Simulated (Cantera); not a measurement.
Input (Python, Cantera) and output of one run.

```python
import numpy as np
import cantera as ct

gas_names = """
    H HO2 H2 H2O H2O2 O OH O2 O3 Pb PbO Pb2
""".split()
cond_names = """
    H2O(s) H2O(L) Pb(cr) Pb(L) PbO(rd) PbO(yw) PbO(L) PbO2(s) Pb3O4(s)
""".split()


# ... load() reads the species with a 1 bar reference pressure and builds the phases ...
atoms = {
    'PbO': {'Pb': 1, 'O': 1},
    'H2': {'H': 2},
}
top_T = {'Pb3O4(s)': 820}  # K; cautious upper limits of use, not melting points


# ... equilibrate(T, P, feed) seeds the gas with the atoms and calls Mixture.equilibrate('TP', solver="vcs", rtol=1e-11, max_steps=5000) ...
results = []
feed = {'PbO': 1, 'H2': 1.5}  # mol
P = 48000  # Pa
for T in [1198, 1248, 1298, 1348, 1398, 1448, 1498, 1548, 1598, 1648, 1698, 1748, 1798]:
    mix = equilibrate(T, P, feed)
    results.append((T, P, feed, dict(zip(mix.species_names, mix.species_moles))))
    x = sorted(zip(gas.X, gas.species_names), reverse=True)
    print(f"T = {T:g} K  P = {P:g} Pa  gas = {mix.phase_moles(0):.4g} mol")
    print("   x: " + "  ".join(f"{s} {v:.3e}" for v, s in x if v > 1e-06))
    print("   condensed (mol): " + ("  ".join(f"{mix.phase(i).name} {mix.phase_moles(i):.4g}"
          for i in range(1, mix.n_phases) if mix.phase_moles(i) > 1e-12) or "none"))
```

Output:

```
T = 1198 K  P = 48000 Pa  gas = 1.502 mol
   x: H2O 6.658e-01  H2 3.329e-01  Pb 1.300e-03
   condensed (mol): Pb(L) 0.998
T = 1248 K  P = 48000 Pa  gas = 1.504 mol
   x: H2O 6.649e-01  H2 3.324e-01  Pb 2.709e-03
   condensed (mol): Pb(L) 0.9959
T = 1298 K  P = 48000 Pa  gas = 1.508 mol
   x: H2O 6.631e-01  H2 3.316e-01  Pb 5.327e-03
   condensed (mol): Pb(L) 0.992
T = 1348 K  P = 48000 Pa  gas = 1.515 mol
   x: H2O 6.600e-01  H2 3.300e-01  Pb 9.951e-03  PbO 2.491e-06  H 1.918e-06  Pb2 1.411e-06
   condensed (mol): Pb(L) 0.9849
T = 1398 K  P = 48000 Pa  gas = 1.527 mol
   x: H2O 6.548e-01  H2 3.274e-01  Pb 1.776e-02  PbO 6.590e-06  H 3.908e-06  Pb2 3.696e-06
   condensed (mol): Pb(L) 0.9729
T = 1448 K  P = 48000 Pa  gas = 1.547 mol
   x: H2O 6.464e-01  H2 3.232e-01  Pb 3.040e-02  PbO 1.629e-05  Pb2 9.036e-06  H 7.563e-06
   condensed (mol): Pb(L) 0.9529
T = 1498 K  P = 48000 Pa  gas = 1.579 mol
   x: H2O 6.331e-01  H2 3.166e-01  Pb 5.018e-02  PbO 3.786e-05  Pb2 2.076e-05  H 1.396e-05
   condensed (mol): Pb(L) 0.9206
T = 1548 K  P = 48000 Pa  gas = 1.631 mol
   x: H2O 6.131e-01  H2 3.067e-01  Pb 8.010e-02  PbO 8.328e-05  Pb2 4.511e-05  H 2.461e-05  OH 1.644e-06
   condensed (mol): Pb(L) 0.8691
T = 1598 K  P = 48000 Pa  gas = 1.713 mol
   x: H2O 5.836e-01  H2 2.920e-01  Pb 1.241e-01  PbO 1.742e-04  Pb2 9.316e-05  H 4.152e-05  OH 3.230e-06
   condensed (mol): Pb(L) 0.7868
T = 1648 K  P = 48000 Pa  gas = 1.846 mol
   x: H2O 5.412e-01  H2 2.711e-01  Pb 1.871e-01  PbO 3.479e-04  Pb2 1.838e-04  H 6.693e-05  OH 6.003e-06
   condensed (mol): Pb(L) 0.6533
T = 1698 K  P = 48000 Pa  gas = 2.072 mol
   x: H2O 4.819e-01  Pb 2.751e-01  H2 2.419e-01  PbO 6.659e-04  Pb2 3.476e-04  H 1.027e-04  OH 1.051e-05
   condensed (mol): Pb(L) 0.4272
T = 1748 K  P = 48000 Pa  gas = 2.489 mol
   x: H2O 4.005e-01  Pb 3.954e-01  H2 2.020e-01  PbO 1.224e-03  Pb2 6.330e-04  H 1.482e-04  OH 1.714e-05
   condensed (mol): Pb(L) 0.009571
T = 1798 K  P = 48000 Pa  gas = 2.499 mol
   x: H2O 3.986e-01  Pb 3.975e-01  H2 2.015e-01  PbO 1.554e-03  Pb2 5.672e-04  H 2.281e-04  OH 2.966e-05
   condensed (mol): none
```

Cantera equilibrium calculation (NASA polynomials, part measured and part estimated; ideal gas, pure solids and liquids). Gases not in the tables: (PbO)n polymers.
